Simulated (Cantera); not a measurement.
## H2S + H2 + O2 (abatement and gas-phase synthesis)

Feed: 1 mol H2S, 7.6 mol H2, 0.04 mol O2, equilibrated at 1748.15 K.

Cantera equilibrium calculation (NASA polynomials, part measured and part estimated; ideal gas, pure solids and liquids). Candidate condensed phases: H2O, H2SO4, S; 19 gas species. The ideal-gas law is rough above about 30 bar. Kinetics and transport are ignored.

From 10.0 Pa to 300 bar nothing is condensed.

| P (Pa) | log p H2 | log p H2S | log p S2 | log p H | log p S | log p H2O | log p SH |
|---|---|---|---|---|---|---|---|
| 10 | -4.04 | -6.61 | -5.36 | -5.66 | -6.00 | -6.10 | -6.12 |
| 200 | -2.73 | -4.65 | -4.05 | -5.01 | -5.34 | -4.76 | -4.82 |
| 3900 | -1.45 | -2.79 | -2.91 | -4.37 | -4.77 | -3.46 | -3.60 |
| 77000 | -0.17 | -1.14 | -2.17 | -3.72 | -4.40 | -2.15 | -2.59 |
| 1500000 | 1.12 | 0.23 | -2.00 | -3.08 | -4.31 | -0.86 | -1.86 |
| 30000000 | 2.42 | 1.54 | -1.98 | -2.43 | -4.31 | 0.45 | -1.20 |
log p: log10 of the partial pressure in bar; nothing condenses.
